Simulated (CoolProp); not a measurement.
Sulfur dioxide at several states: density (kg/m³) from the reference equation and from simpler models built on Tc = 430.6 K, pc = 78.87 bar, ω = 0.256; each cubic takes its own stable root.

Model: reference Helmholtz-energy equation of state, Gao 2016, in CoolProp.

| T (K) | p (bar) | phase | reference |
|---|---|---|---|
| 252.5 | 103 | liquid | 1503 |
| 321.4 | 350 | liquid | 1375 |
| 498.1 | 75.3 | gas | 149.2 |

### Question
How far does each simpler model (van der Waals, Redlich-Kwong, Soave-Redlich-Kwong, Peng-Robinson) lie from the reference over these 3 states: mean and median of the absolute difference, and the worst?

### Answer
- van der Waals: mean 26.3 %, median 36.3 %, worst -40.1 % at 252.5 K and 103 bar
- Redlich-Kwong: mean 8.8 %, median 11.4 %, worst -12.7 % at 252.5 K and 103 bar
- Soave-Redlich-Kwong: mean 7.0 %, median 9.4 %, worst -10.4 % at 252.5 K and 103 bar
- Peng-Robinson: mean 1.6 %, median 1.9 %, worst +2.1 % at 498.1 K and 75.3 bar
